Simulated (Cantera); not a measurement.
A closed system holds: 1 mol CH4, 0.68 mol H2O, held at 1650 K.

Method: chemical equilibrium by Gibbs-energy minimisation in Cantera with the NASA 1993 tables (ideal gas, pure condensed phases). Candidate condensed phases: C, C6H6, C7H8, C8H18, H2O; 110 gas species. Equilibrium is a limit: real reactors are often held back by kinetics, nucleation or transport.

Task: At 3.20 mbar, list the 4 most abundant gas species with their mole fractions, and the condensed phases.

Result: H2 0.796, CO 0.202, H 0.00143, C2H2 (acetylene) 3.63e-5. Condensed: C(graphite).
